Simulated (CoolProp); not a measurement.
Vapour pressure (MPa) of ethane: the reference equation beside estimates from Tc = 305.3 K, pc = 4.872 MPa, ω = 0.099.

Model: reference Helmholtz-energy equation of state, Bücker 2006, in CoolProp.

| T (K) | reference | van der Waals | Soave-Redlich-Kwong | Peng-Robinson |
|---|---|---|---|---|
| 229.4 | 0.6861 | 1.388 | 0.6909 | 0.6869 |
| 235.6 | 0.8417 | 1.577 | 0.8493 | 0.8430 |
| 241.8 | 1.022 | 1.782 | 1.033 | 1.024 |
| 248 | 1.228 | 2.003 | 1.243 | 1.232 |
| 254.2 | 1.464 | 2.241 | 1.483 | 1.469 |
| 260.5 | 1.735 | 2.499 | 1.759 | 1.742 |
| 266.7 | 2.035 | 2.771 | 2.065 | 2.046 |
| 272.9 | 2.372 | 3.061 | 2.407 | 2.386 |
| 279.1 | 2.749 | 3.368 | 2.787 | 2.766 |
| 285.3 | 3.168 | 3.693 | 3.208 | 3.188 |
| 291.5 | 3.633 | 4.037 | 3.672 | 3.655 |

Absolute difference from the reference over all 11 rows, mean and median: van der Waals 49.1 and 44.0 %, Soave-Redlich-Kwong 1.2 and 1.3 %, Peng-Robinson 0.4 and 0.4 %.
